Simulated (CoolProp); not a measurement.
The numbers come from the reference Helmholtz-energy equation of state, Setzmann 1991 in CoolProp.

Question: Give the vapour pressure (bar), liquid density (kg/m³), vapour density (kg/m³), liquid conductivity (mW/(m K)) of saturated methane at -120.65 °C.

Answer: 
```
T (°C)   p (bar)  liquid density (kg/m³)  vapour density (kg/m³)  liquid conductivity (mW/(m K))
-------  -------  ----------------------  ----------------------  ------------------------------
-120.65     11.6                     353                    18.3                             126
```

Thermal conductivity comes from a separate model (Friend 1989).
